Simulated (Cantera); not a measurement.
Feed: 1 mol B, 0.17 mol H2O, 1.3 mol N2, equilibrated at 1875 K and 1.00 bar.

Method: chemical equilibrium by Gibbs-energy minimisation in Cantera with the NASA 1993 tables (ideal gas, pure condensed phases). Candidate condensed phases: B, BN, B2O3, B3O3H3, H2O; 39 gas species. Mutual solubility and eutectic melting of coexisting phases are not modelled. Rates play no part.

**Question.** What is the equilibrium state?

**Answer.** 
- x(N2) = 0.819
- x(H2) = 0.154
- x(HBO2) = 0.0103
- x(B2O3) = 0.00930
- x(HBO) = 0.00574
- x(H2O) = 0.000964
- x(B2O2) = 0.000712
- x(H) = 0.000257
- x(BO) = 0.000158
- n(BN(s)) = 0.888 mol
- n(B2O3(l)) = 0.0369 mol
- gas amount = 1.045 mol
- log10 activity of B(s) (absent) = -2.35
- log10 activity of B3O3H3(s) (absent) = -9.71
